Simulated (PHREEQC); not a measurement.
**Silver or lead bath (model solution)**

Make-up at 33 °C: 0.0027 mol/kgw Ag2SO4 and 0.0043 mol/kgw HF. Closed to the air; pH follows from the charge balance.

All values are PHREEQC results (ion-association model, wateq4f.dat), not measurements.

Each row changes one thing in this solution. Precipitation was switched off in this run.

```tsv
case	pH	ionic strength (mol/kgw)	Ag+ (mol/kgw)	SO4-2 (mol/kgw)	HSO4- (mol/kgw)	AgSO4- (mol/kgw)	SI of Ag2O (Ag2O)
as made	2.93	0.00880	0.00522	0.00230	0.000235	0.000169	-11.17
HF from 0.0043 to 0.00387 mol/kgw	2.96	0.00873	0.00522	0.00231	0.000222	0.000170	-11.11
0.00031 mol/kgw K3PO4 added	[?]	0.00944	0.00522	0.00234	0.000179	0.000170	-10.93
diluted 10-fold with water	3.56	0.00108	0.000537	0.000260	7.49e-6	2.51e-6	-11.84
HF left out	6.87	0.00772	0.00521	[?]	3.04e-8	0.000189	-3.30
```

Question: Fill in the missing entries.

Answer: 
- 0.00031 mol/kgw K3PO4 added, pH: 3.05
- HF left out, SO4-2 (mol/kgw): 0.00251

Complexes and solids missing from the database can't appear. H3PO4, which wateq4f.dat lacks, is added to it with the constant of phreeqc.dat. The database has no phosphate complexes of Ag.
